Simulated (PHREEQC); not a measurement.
A PHREEQC speciation (ion-association model, phreeqc.dat) at 25 °C gives pH 3.47 and these molalities:

```tsv
species	mol/kgw
MnSO4	0.300
Mn+2	0.269
SO4-2	0.267
Cl-	0.00603
HSO4-	0.00164
CuSO4	0.00146
MnCl+	0.00127
Cu+2	0.00114
H+	0.000459
CuCl+	3.78e-6
MnCl2	1.00e-6
```

What are the element totals, and what could have been dissolved in 1 kg of water to give them?

One answer among several that fit: totals Cl 0.00730, Cu(2) 0.00260, Mn(2) 0.570, S(6) 0.570 mol/kgw, from 0.57 mol MnSO4, 0.0026 mol CuCl2 and 0.0021 mol HCl per kg of water.

Precipitation was switched off in this run. Ionic strength above about 0.7 mol/kgw puts this run outside the model's range.
